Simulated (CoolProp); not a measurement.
CF4 (R14) along the isobar 9.3 bar: density (kg/m³) from the reference equation and from simpler models built on Tc = -45.8 °C, pc = 37.62 bar, ω = 0.178; each cubic takes its own stable root.

The numbers come from the reference Helmholtz-energy equation of state, Platzer 1990 in CoolProp. This equation is an older, rougher fit.

```
T (°C)  phase  reference
------  -----  ---------
-67.75    gas      54.89
-45.65    gas      47.49
-23.65    gas      42.19
-1.55     gas      38.08
20.55     gas      34.78
42.55     gas      32.06
64.65     gas      29.76
86.75     gas      27.78
108.75    gas      26.07
130.85    gas      24.56
152.95    gas      23.22
174.95    gas      22.03
197.05    gas      20.96
```

Problem. How far does each simpler model (ideal gas, van der Waals, Redlich-Kwong, Soave-Redlich-Kwong, Peng-Robinson) lie from the reference over these 13 states: mean and median of the absolute difference, and the worst?

Solution. 
- ideal gas: mean 3.5 %, median 2.1 %, worst -12.7 % at -67.75 °C and 9.3 bar
- van der Waals: mean 0.8 %, median 0.7 %, worst -2.7 % at -67.75 °C and 9.3 bar
- Redlich-Kwong: mean 0.4 %, median 0.4 %, worst +0.5 % at 197.05 °C and 9.3 bar
- Soave-Redlich-Kwong: mean 0.1 %, median 0.2 %, worst -0.2 % at 42.55 °C and 9.3 bar
- Peng-Robinson: mean 0.5 %, median 0.4 %, worst +1.3 % at -67.75 °C and 9.3 bar
